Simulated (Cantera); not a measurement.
Equilibrium for sublimation and decomposition of ceramics: MgO + H₂

Charge: 1 mol MgO, 1 mol H₂, held at 100 Torr.

Equilibrium computed with Cantera from the NASA thermochemical tables; the gas is ideal and each condensed phase is pure. Candidate condensed phases: H₂O, Mg, MgO, Mg(OH)₂; 15 gas species. The tables' values for MgH are old estimates; treat these amounts as uncertain. Kinetics and transport are ignored.

From 2200 K to 2875 K the condensed part is MgO(s). The main Mg-bearing gas is Mg throughout. The share of Mg in condensed phases is highest at 2200 K (96.1 %) and lowest at 2875 K (16.2 %).

```json
[
 {"T (K)": "2200", "x H₂": "0.910", "x Mg": "0.0371", "x H₂O": "0.0373", "x H": "0.0147", "x OH": "8.41e-5", "x O": "9.47e-7", "x MgO": "5.50e-6", "x MgOH": "0.000245", "x O₂": "1.64e-8", "n MgO(s)": "0.961"},
 {"T (K)": "2275", "x H₂": "0.866", "x Mg": "0.0554", "x H₂O": "0.0555", "x H": "0.0216", "x OH": "0.000216", "x O": "3.70e-6", "x MgO": "1.78e-5", "x MgOH": "0.000503", "x O₂": "9.94e-8", "n MgO(s)": "0.940"},
 {"T (K)": "2350", "x H₂": "0.808", "x Mg": "0.0797", "x H₂O": "0.0796", "x H": "0.0307", "x OH": "0.000521", "x O": "1.34e-5", "x MgO": "5.33e-5", "x MgOH": "0.000970", "x O₂": "5.49e-7", "n MgO(s)": "0.910"},
 {"T (K)": "2425", "x H₂": "0.734", "x Mg": "0.110", "x H₂O": "0.110", "x H": "0.0420", "x OH": "0.00119", "x O": "4.54e-5", "x MgO": "0.000149", "x MgOH": "0.00177", "x O₂": "2.80e-6", "n MgO(s)": "0.870"},
 {"T (K)": "2500", "x H₂": "0.645", "x Mg": "0.147", "x H₂O": "0.145", "x H": "0.0553", "x OH": "0.00258", "x O": "0.000145", "x MgO": "0.000391", "x MgOH": "0.00305", "x O₂": "1.34e-5", "n MgO(s)": "0.816"},
 {"T (K)": "2575", "x H₂": "0.545", "x Mg": "0.189", "x H₂O": "0.183", "x H": "0.0700", "x OH": "0.00531", "x O": "0.000443", "x MgO": "0.000968", "x MgOH": "0.00495", "x O₂": "6.09e-5", "n MgO(s)": "0.746"},
 {"T (K)": "2650", "x H₂": "0.438", "x Mg": "0.233", "x H₂O": "0.221", "x H": "0.0850", "x OH": "0.0104", "x O": "0.00130", "x MgO": "0.00227", "x MgOH": "0.00759", "x O₂": "0.000266", "n MgO(s)": "0.657"},
 {"T (K)": "2725", "x H₂": "0.332", "x Mg": "0.276", "x H₂O": "0.251", "x H": "0.0984", "x OH": "0.0196", "x O": "0.00369", "x MgO": "0.00509", "x MgOH": "0.0110", "x O₂": "0.00113", "n MgO(s)": "0.547"},
 {"T (K)": "2800", "x H₂": "0.233", "x Mg": "0.318", "x H₂O": "0.264", "x H": "0.108", "x OH": "0.0345", "x O": "0.0101", "x MgO": "0.0109", "x MgOH": "0.0148", "x O₂": "0.00460", "n MgO(s)": "0.401"},
 {"T (K)": "2875", "x H₂": "0.144", "x Mg": "0.360", "x H₂O": "0.243", "x H": "0.110", "x OH": "0.0556", "x O": "0.0264", "x MgO": "0.0224", "x MgOH": "0.0183", "x O₂": "0.0177", "n MgO(s)": "0.162"}
]
```
x: gas mole fraction; n: condensed amount in mol.
